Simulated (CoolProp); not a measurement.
The numbers come from the reference Helmholtz-energy equation of state, Guder 2009 in CoolProp.

Give the vapour pressure (MPa), liquid density (kg/m³), vapour density (kg/m³), surface tension (mN/m) of saturated sulfur hexafluoride at 258.8, 268.4, 278 K.


```csv
T (K),p (MPa),liquid density (kg/m³),vapour density (kg/m³),surface tension (mN/m)
258.8,0.824,1650,67.5,6.40
268.4,1.10,1590,90.8,5.12
278,1.43,1520,121,3.91
```

Surface tension comes from a separate correlation (Mulero 2012).
